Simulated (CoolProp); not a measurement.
Saturated liquid density (kg/m³) of C2F6 (R116): the reference equation beside estimates from Tc = 293.0 K, pc = 3.048 MPa, ω = 0.257. Rackett uses Z = 0.29056 − 0.08775 ω.

Computed with CoolProp (reference Helmholtz-energy equation of state, Lemmon 2006). It is a short technical equation, of lower accuracy than the large ones.

```csv
T (K),reference,Rackett,Soave-Redlich-Kwong
197.7,1593,1674,1522
204.2,1564,1643,1491
210.8,1533,1609,1458
217.3,1501,1575,1423
223.9,1468,1540,1386
230.4,1433,1503,1346
236.9,1397,1464,1303
243.5,1358,1422,1256
```

Absolute difference from the reference over all 8 rows, mean and median: Rackett 4.9 and 4.9 %, Soave-Redlich-Kwong 5.6 and 5.4 %.
